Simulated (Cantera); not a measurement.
Input: 1 mol Pb, 0.17 mol CO, 0.29 mol N2, 0.0017 mol H2, equilibrated at 0.00960 bar.

Equilibrium computed with Cantera from the NASA thermochemical tables; the gas is ideal and each condensed phase is pure. Candidate condensed phases: C, C6H6, C7H8, C8H18, H2O, Pb, PbO, PbO2, Pb3O4; 139 gas species. Rates play no part.

Problem. At 1225 K, list the 5 most abundant gas species with their mole fractions, and the condensed phases.

Solution. N2 0.567, CO 0.332, Pb 0.0973, H2 0.00332, CO2 1.42e-5. Condensed: Pb(l).
